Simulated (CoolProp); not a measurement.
Vapour-liquid equilibrium of n-hexane (1) + hexamethyldisiloxane (MM) (2) at 375.7 K; x and y are mole fractions of (1).

Values from CoolProp's multi-fluid Helmholtz-energy mixture model, Thol 2019 and Thol 2016; pair parameters Bell 2016.

Give the bubble pressure and the first vapour's composition at x = 0.15, 0.25, 0.75. Is there an azeotrope?

x = 0.15: 126.3 kPa, y = 0.267; x = 0.25: 139.0 kPa, y = 0.407; x = 0.75: 215.5 kPa, y = 0.879. No azeotrope shows between x = 0.05 and 0.95.

Pair parameters are fitted to limited data, so mixtures are less certain than the pure fluids.
